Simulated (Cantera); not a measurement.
Input: 1 mol N2O, 0.096 mol H2O, held at 1125 K and 13.0 Pa.

Cantera equilibrium calculation (NASA polynomials, part measured and part estimated; ideal gas, pure solids and liquids). Candidate condensed phases: H2O; 24 gas species. The numbers say what is thermodynamically allowed, not how fast it happens.

**Question.** What is the equilibrium state?

**Answer.** 
- x(N2): 0.627
- x(O2): 0.313
- x(H2O): 0.0601
- x(NO): 0.000116
- x(OH): 8.10e-6
- gas amount: 1.596 mol
